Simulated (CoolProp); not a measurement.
Nitrous oxide along the isobar 9.9 MPa: Z from the reference equation and from simpler models built on Tc = 36.4 °C, pc = 7.245 MPa, ω = 0.161; each cubic takes its own stable root.

The numbers come from the reference Helmholtz-energy equation of state, Lemmon 2006 in CoolProp. It is a short technical equation, of lower accuracy than the large ones.

| T (°C) | phase | reference |
|---|---|---|
| 19.05 | liquid | 0.2093 |
| 37.95 | supercritical | 0.2346 |
| 56.85 | supercritical | 0.4220 |
| 75.75 | supercritical | 0.6052 |
| 94.65 | supercritical | 0.6986 |
| 113.55 | supercritical | 0.7606 |
| 132.45 | supercritical | 0.8058 |
| 151.25 | supercritical | 0.8404 |
| 170.15 | supercritical | 0.8679 |
| 189.05 | supercritical | 0.8902 |
| 207.95 | supercritical | 0.9086 |
| 226.85 | supercritical | 0.9239 |

Problem. How far does each simpler model (van der Waals, Soave-Redlich-Kwong) lie from the reference over these 12 states: mean and median of the absolute difference, and the worst?

Solution. 
- van der Waals: mean 11.6 %, median 4.9 %, worst +48.6 % at 19.05 °C and 9.9 MPa
- Soave-Redlich-Kwong: mean 5.4 %, median 2.6 %, worst +18.9 % at 37.95 °C and 9.9 MPa
